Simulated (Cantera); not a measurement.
A closed system holds: 1 mol MgO, 0.45 mol CH₄, 0.74 mol CO, equilibrated at 0.240 bar.

Method: chemical equilibrium by Gibbs-energy minimisation in Cantera with the NASA 1993 tables (ideal gas, pure condensed phases). Candidate condensed phases: C, C₆H₆, C₇H₈, C₈H₁₈, H₂O, Mg, MgCO₃, MgO, Mg(OH)₂; 116 gas species. Kinetics and transport are ignored.

Task: Which condensed phases are stable at each of these points (T (K)): 1548, 1573, 1598, 1623, 1648, 1673, 1698, 1723, 1748, 1773, 1798, 1823, 1848?

Result: 
```
T (K)      condensed phases  Mg condensed (%)
-----  --------------------  ----------------
1548   C(graphite) + MgO(s)             100.0
1573   C(graphite) + MgO(s)             100.0
1598   C(graphite) + MgO(s)              99.9
1623   C(graphite) + MgO(s)              99.8
1648   C(graphite) + MgO(s)              99.7
1673   C(graphite) + MgO(s)              99.4
1698   C(graphite) + MgO(s)              98.8
1723   C(graphite) + MgO(s)              97.7
1748   C(graphite) + MgO(s)              95.7
1773   C(graphite) + MgO(s)              91.9
1798   C(graphite) + MgO(s)              84.4
1823   C(graphite) + MgO(s)              68.7
1848                 MgO(s)              55.0
```

From 1548 K to 1823 K the condensed part is C(graphite) + MgO(s). At 1848 K the condensed part is MgO(s).
